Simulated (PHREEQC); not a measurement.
Dissolve 0.033 mol/kgw H3PO4, 0.018 mol/kgw HNO3 and 0.012 mol/kgw NiSO4 at 20 °C. Closed to the air; pH follows from the charge balance.

Equilibrium calculation in PHREEQC: ion-association model, wateq4f.dat.

```yaml
pH: 1.70
ionic_strength: 0.0589 mol/kgw
total_alkalinity: -51.0 meq/kg
```

```
species     molality  activity   log γ
----------  --------  --------  ------
H+            0.0233    0.0198  -0.072
H3PO4         0.0227    0.0231   0.006
NO3-          0.0180    0.0143  -0.099
H2PO4-        0.0103   0.00841  -0.086
Ni+2          0.0101   0.00442  -0.359
SO4-2        0.00521   0.00231  -0.354
HSO4-        0.00491   0.00399  -0.090
NiSO4        0.00188   0.00191   0.006
Ni(SO4)2-2   5.64e-7   2.46e-7  -0.359
HPO4-2       5.76e-8   2.56e-8  -0.351
```

This is a speciation only: nothing precipitates in the calculation. H3PO4, which wateq4f.dat lacks, is added to it with the constant of phreeqc.dat. The database has no phosphate complexes of Ni.
